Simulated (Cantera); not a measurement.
**Equilibrium for chlorosilane synthesis and conversion: SiCl4 + HCl + H2**

Charge: 1 mol SiCl4, 1.1 mol HCl, 12 mol H2, at 1650 K and 0.230 bar.

Equilibrium computed with Cantera from the NASA thermochemical tables; the gas is ideal and each condensed phase is pure. Candidate condensed phases: Si; 19 gas species. The tables' values for SiCl3 are old estimates; treat these amounts as uncertain. Kinetics and transport are ignored.

```
Property                             Result
--------------------------------  ---------
x(H2)                                 0.737
x(HCl)                                0.196
x(SiCl2)                             0.0573
x(SiCl3)                            0.00651
x(SiCl4)                            0.00162
x(SiHCl3)                           0.00103
x(H)                               0.000163
x(SiH2Cl2)                         0.000111
x(Cl)                               3.38e-5
gas amount                        15.01 mol
log10 activity of Si(s) (absent)      -0.51
```
